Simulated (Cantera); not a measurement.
Charge: 1 mol C2H4, 0.55 mol CO2, at 52000 Pa.

These are equilibrium values from Cantera (NASA tables, ideal gas, pure condensed phases), not measurements of a reactor. Candidate condensed phases: C, C6H6, C7H8, C8H18, H2O; 110 gas species. Rates play no part. All values below are at 1425 K.

Base state: H2 0.644, CO 0.355, CH4 0.000813, H2O 0.000361, CO2 8.74e-5 (mole fractions); condensed: C(graphite).

Question: What changes in the equilibrium state with this change: C2H4 replaced by CH4?

Answer: 
| species | before | after |
|---|---|---|
| H2 | 0.644 | 0.644 |
| CO | 0.355 | 0.355 |
| CH4 | 0.000813 | 0.000813 |
| CO2 | 8.74e-5 | 8.74e-5 |
| H2O | 0.000361 | 0.000361 |
| C(graphite), mol | 1.45 | 0.449 |
